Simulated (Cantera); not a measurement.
Si + HBr + N2 (silicon etching in halogen gases)

Feed: 1 mol Si, 1 mol HBr, a varied amount of N2, equilibrated at 900 °C and 1.13 Torr.

These are equilibrium values from Cantera (NASA tables, ideal gas, pure condensed phases), not measurements of a reactor. Candidate condensed phases: Br2, Si, Si3N4; 28 gas species. N2 is the only nitrogen source here; it is nearly inert below about 1500 K, so the nitride shown seldom forms there in practice. The tables' values for SiBr3 are old estimates; treat these amounts as uncertain. The numbers say what is thermodynamically allowed, not how fast it happens.

```
n(N2) (mol)   x N2   x HBr      x H2   x SiBr4      x Br   x SiBr2  n Si3N4(s)
-----------  -----  ------  --------  --------  --------  --------  ----------
4.3          0.791   0.178    0.0188   0.00802   0.00193   0.00125       0.318
5.5          0.834   0.143    0.0140   0.00582   0.00180   0.00105       0.319
7            0.867   0.115    0.0105   0.00423   0.00167  0.000879       0.320
8.9          0.894  0.0925   0.00787   0.00305   0.00155  0.000739       0.321
11           0.913  0.0760   0.00611   0.00227   0.00144  0.000633       0.322
15           0.936  0.0567   0.00422   0.00146   0.00130  0.000503       0.323
18           0.946  0.0477   0.00340   0.00112   0.00121  0.000439       0.323
24           0.959  0.0362   0.00242  0.000721   0.00109  0.000351       0.324
30           0.967  0.0292   0.00187  0.000507   0.00100  0.000293       0.325
38           0.974  0.0232   0.00143  0.000344  0.000909  0.000241       0.325
49           0.980  0.0181   0.00108  0.000222  0.000816  0.000194       0.326
62           0.984  0.0144  0.000841  0.000145  0.000734  0.000156       0.327
```
x: gas mole fraction; n: condensed amount in mol.

From 4.3 mol N2 to 62 mol N2 the condensed part is Si3N4(s). The main Si-bearing gas is SiBr4 at 4.3 mol N2 and SiBr2 at 62 mol N2. The share of Si in condensed phases is highest at 62 mol N2 (98.0 %) and lowest at 4.3 mol N2 (95.5 %).
